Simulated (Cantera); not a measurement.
## Reactions in the system B-Cl-H

Cantera with NASA thermochemical tables; ideal gases at 1 bar, condensed phases pure. Values are per mole of reaction as written; species without (g) are pure solids or liquids, kept so even where they would boil at 1 bar.

B + 3 HCl(g) → BCl3(g) + 3 H(g)

```
T (K)  ΔH° (kJ)  ΔS° (J/K)  ΔG° (kJ)  log10 K
-----  --------  ---------  --------  -------
1450      554.8      107.1     399.5   -14.39
1650      557.5      108.9     377.9   -11.96
1850      559.7      110.2     356.0   -10.05
2050      561.5      111.1     333.8    -8.51
2250      562.9      111.7     311.6    -7.23
```
